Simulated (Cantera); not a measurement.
# N2O furnace oxynitridation

An isothermal, constant-pressure homogeneous reactor starts with N₂O : H₂O = 1 : 0.16 (molar parts), at 1250 K and 7.35 Torr.

Computed with Cantera and GRI-Mech 3.0 (53 species, 325 reactions). GRI-Mech 3.0 was tuned for natural gas; its chemistry of N2O as a main component is partial and can be far from experiment. Radical loss at walls, strong at low pressure, is not modelled. The mechanism lacks the step 2 NO + O2 → 2 NO2, which can matter for NO2 below about 1400 K. The temperature is held fixed by assumption; the heat of reaction is taken as removed at once.

```tsv
t (s)	x N₂O	x H₂O	x O₂	x N₂	x HO₂	x H₂O₂
9.00e-5	0.862	0.138	6.13e-8	1.05e-6	2.64e-11	<1e-12
0.000388	0.862	0.138	9.49e-7	5.19e-6	1.83e-9	<1e-12
0.00167	0.862	0.138	9.61e-6	2.80e-5	8.90e-8	3.17e-11
0.00722	0.862	0.138	5.47e-5	0.000136	2.11e-6	4.65e-9
0.0311	0.861	0.138	0.000272	0.000625	1.08e-5	1.77e-7
0.134	0.858	0.138	0.00128	0.00279	9.65e-6	1.54e-7
0.579	0.844	0.137	0.00556	0.0121	7.12e-6	8.70e-8
2.49	0.788	0.134	0.0230	0.0494	3.86e-6	3.07e-8
10.8	0.598	0.125	0.0830	0.176	1.25e-6	6.80e-9
46.4	0.221	0.107	0.203	0.427	1.95e-7	2.00e-9
200	0.00731	0.0967	0.271	0.570	9.15e-9	1.05e-9
```
x: mole fraction; the columns are a selection and need not sum to one.

Equilibrium at this temperature and pressure: N₂O 1.75e-9, H₂O 0.0964, O₂ 0.301, N₂ 0.602, HO₂ 9.26e-9, H₂O₂ 1.93e-10 (gas phase only).
